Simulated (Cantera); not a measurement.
Charge: 1 mol NaI, 0.19 mol H2, equilibrated at 950 K and 13.3 mbar.

Cantera equilibrium calculation (NASA polynomials, part measured and part estimated; ideal gas, pure solids and liquids). Candidate condensed phases: I2, Na, NaI; 9 gas species. Gases not in the tables: NaBr and NaI dimers. The numbers say what is thermodynamically allowed, not how fast it happens.

Base state: H2 0.977, NaI 0.0228 (mole fractions); condensed: NaI(l).

Question: What changes in the equilibrium state with this change: temperature from 950 K to 1550 K?

Answer: 
| species | before | after |
|---|---|---|
| NaI | 0.0228 | 0.816 |
| H2 | 0.977 | 0.157 |
| Na | 5.19e-6 | 0.0135 |
| I | 2.63e-7 | 0.0121 |
| H | 4.76e-9 | 0.000108 |
| HI | 4.93e-6 | 0.00147 |
| NaI(l), mol | 0.996 | 0 |

Question: What changes in the equilibrium state with this change: temperature from 950 K to 2150 K?

Answer: 
| species | before | after |
|---|---|---|
| NaI | 0.0228 | 0.380 |
| Na | 5.19e-6 | 0.248 |
| I | 2.63e-7 | 0.244 |
| H2 | 0.977 | 0.111 |
| H | 4.76e-9 | 0.0122 |
| NaH | 1.47e-9 | 7.57e-5 |
| I2 | <1e-9 | 1.20e-5 |
| HI | 4.93e-6 | 0.00395 |
| NaI(l), mol | 0.996 | 0 |
